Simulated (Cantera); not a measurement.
Input: 1 mol Si3N4, 0.01 mol N2O, 5.6 mol H2, equilibrated at 1330 Pa.

Cantera equilibrium calculation (NASA polynomials, part measured and part estimated; ideal gas, pure solids and liquids). Candidate condensed phases: H2O, Si, SiO2, Si2N2O, Si3N4; 35 gas species. Mutual solubility and eutectic melting of coexisting phases are not modelled. Gases not in the tables: Si2H6 and higher silanes. Rates play no part.

x: gas mole fraction; n: condensed amount in mol.

| T (K) | x H2 | x N2 | x H | x SiO | n Si2N2O(s) | n Si3N4(s) | n Si(s) | n Si(l) |
|---|---|---|---|---|---|---|---|---|
| 1473 | 0.997 | 0.00239 | 0.000109 | 3.17e-5 | 0.00982 | 0.993 | 0 | 0 |
| 1523 | 0.994 | 0.00555 | 0.000200 | 0.000113 | 0.00937 | 0.985 | 0.0266 | 0 |
| 1573 | 0.985 | 0.0140 | 0.000350 | 0.000352 | 0.00800 | 0.961 | 0.0980 | 0 |
| 1623 | 0.965 | 0.0332 | 0.000588 | 0.00102 | 0.00407 | 0.907 | 0.265 | 0 |
| 1673 | 0.923 | ___ | ___ | ___ | 0 | ___ | ___ | 0 |
| 1723 | ___ | ___ | ___ | ___ | 0 | ___ | 0 | ___ |
| 1773 | 0.733 | 0.263 | 0.00211 | 0.00131 | 0 | 0 | 0 | 2.99 |

Task: Fill in the missing entries.

Result: 
- 1673, x N2: 0.0747
- 1673, x H: 0.000947
- 1673, x SiO: 0.00165
- 1673, n Si3N4(s): 0.779
- 1673, n Si(s): 0.654
- 1723, x H2: 0.820
- 1723, x N2: 0.177
- 1723, x H: 0.00143
- 1723, x SiO: 0.00146
- 1723, n Si3N4(s): 0.399
- 1723, n Si(l): 1.79
